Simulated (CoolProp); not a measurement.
Properties of chlorine along the isotherm 431.1 K (Tc = 416.9 K, pc = 7642 kPa, ω = 0.070).

Computed with CoolProp (reference Helmholtz-energy equation of state, Thol 2021).

```
p (kPa)          phase  density (kg/m³)  cp (kJ/(kg K))  cv (kJ/(kg K))  isothermal compressibility (1/MPa)  expansivity (1/kK)  fugacity coefficient
-------  -------------  ---------------  --------------  --------------  ----------------------------------  ------------------  --------------------
1150               gas                …          0.5417          0.3987                              0.9112               2.682                     …
2290               gas            49.86          0.5928          0.4150                              0.4839               3.155                0.9154
3440               gas                …          0.6627          0.4342                              0.3457               3.814                0.8736
4590               gas            113.6          0.7641          0.4573                              0.2843               4.793                0.8318
5730               gas            154.4          0.9256          0.4857                              0.2593               6.391                0.7903
6880               gas            208.0           1.239               …                              0.2652               9.572                0.7476
8020     supercritical            290.0           2.122          0.5776                              0.3380               18.74                0.7038
9170     supercritical            528.5           8.067          0.6573                              0.7878               84.60                0.6548
10300    supercritical            782.7           2.578          0.5750                              0.1130               20.27                0.6023
11500    supercritical            854.0           1.778          0.5401                                   …               11.01                0.5553
```

Problem. What belongs in the gaps?

Solution. 
- 1150, density (kg/m³): 23.80
- 1150, fugacity coefficient: 0.9573
- 3440, density (kg/m³): 79.41
- 6880, cv (kJ/(kg K)): 0.5232
- 11500, isothermal compressibility (1/MPa): 0.04942

The peak of cp marks the crossing from liquid-like to gas-like fluid above the critical point.
